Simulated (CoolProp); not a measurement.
Saturation properties of propane (Tc = 96.7 °C, pc = 4251 kPa, ω = 0.152).

Model: reference Helmholtz-energy equation of state, Lemmon 2009, in CoolProp.

| T (°C) | p (kPa) | liquid density (kg/m³) | enthalpy of vaporisation (kJ/kg) | liquid cp (kJ/(kg K)) | surface tension (mN/m) | liquid conductivity (mW/(m K)) |
|---|---|---|---|---|---|---|
| -55.65 | 53.47 | 596.2 | 439.4 | 2.189 | 17.5 | 138 |
| -50.05 | 70.40 | 590.0 | 433.8 | 2.211 | 16.7 | 134 |
| -44.45 | 91.30 | 583.6 | 428.0 | 2.235 | 16.0 | 131 |
| -38.95 | 116.3 | 577.2 | 422.2 | 2.261 | 15.2 | 128 |
| -33.35 | 146.8 | 570.6 | 416.1 | 2.288 | 14.5 | 124 |
| -27.75 | 183.2 | 563.9 | 409.9 | 2.317 | 13.8 | 121 |
| -22.25 | 225.3 | 557.2 | 403.5 | 2.348 | 13.0 | 118 |
| -16.65 | 275.4 | 550.3 | 396.7 | 2.381 | 12.3 | 115 |
| -11.05 | 333.4 | 543.2 | 389.7 | 2.416 | 11.6 | 112 |
| -5.55 | 399.0 | 536.0 | 382.5 | 2.453 | 10.8 | 109 |
| 0.05 | 475.2 | 528.5 | 374.8 | 2.494 | 10.1 | 106 |
| 5.65 | 561.7 | 520.8 | 366.8 | 2.537 | 9.41 | 103 |
| 11.15 | 657.6 | 513.1 | 358.5 | 2.583 | 8.72 | 101 |
| 16.75 | 767.1 | 504.9 | 349.7 | 2.634 | 8.03 | 97.8 |
| 22.35 | 889.4 | 496.5 | 340.3 | 2.690 | 7.34 | 95.1 |

It boils at -42.1 °C under 1 atm.

Thermal conductivity comes from a separate model (Marsh 2002). Surface tension comes from a separate correlation (Mulero 2012).
